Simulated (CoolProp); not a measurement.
A closed Brayton cycle with nitrogen: compressor inlet 313.15 K and 1.1 MPa, high pressure 2.19 MPa, turbine inlet 865 K, compressor efficiency 0.85, turbine efficiency 0.85, recuperator effectiveness 0.9 (on enthalpy, no pinch check). Each further row changes one setting.

Model: reference Helmholtz-energy equation of state, Span 2000, in CoolProp.

```
case                           thermal efficiency (%)  net work (kJ/kg)  compressor to turbine work  compressor exit (K)  turbine exit (K)
-----------------------------  ----------------------  ----------------  --------------------------  -------------------  ----------------
as stated                                        31.0              54.8                        0.60                393.4             742.6
turbine inlet 815 K                              28.5              46.7                        0.64                393.4             698.6
compressor inlet 323.15 K                        29.7              52.1                        0.62                405.9             742.6
high pressure 1.86 MPa                           30.1              45.6                        0.58                372.9             769.9
recuperator effectiveness 0.5                    16.8              54.8                        0.60                393.4             742.6
```
